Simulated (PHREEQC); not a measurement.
Solution (25 °C): 0.19 mol/kgw ZnSO4 and 0.061 mol/kgw H2SO4. Closed to the air; pH follows from the charge balance.

Model: ion-association model, phreeqc.dat, run in PHREEQC.

This is a speciation only: nothing precipitates in the calculation.

**Question.** Order these Zn species by the share of Zn that they hold, largest first: ZnSO4, Zn+2, Zn(SO4)2-2.

**Answer.** Zn+2 (52 %), ZnSO4 (34 %), Zn(SO4)2-2 (14 %)

The pH is 1.40 and the ionic strength 0.438 mol/kgw.
